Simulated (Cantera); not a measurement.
Charge: 1 mol Al, 23 mol N₂, 71 mol H₂, 16 mol N₂O, at 352 °C and 0.100 bar.

Cantera equilibrium calculation (NASA polynomials, part measured and part estimated; ideal gas, pure solids and liquids). Candidate condensed phases: Al, AlN, Al₂O₃, H₂O; 35 gas species. Kinetics and transport are ignored.

Base state: H₂ 0.513, N₂ 0.354, H₂O 0.132, NH₃ 0.000602 (mole fractions); condensed: Al₂O₃(s).

Question: What changes in the equilibrium state with this change: 0.13 mol CO₂ added?

Answer: 
| species | before | after |
|---|---|---|
| H₂ | 0.513 | 0.509 |
| N₂ | 0.354 | 0.355 |
| H₂O | 0.132 | 0.134 |
| CH₄ | 0 | 0.00118 |
| NH₃ | 0.000602 | 0.000595 |
| Al₂O₃(s), mol | 0.500 | 0.500 |
Further candidate phases: C, C₆H₆, C₇H₈, C₈H₁₈.
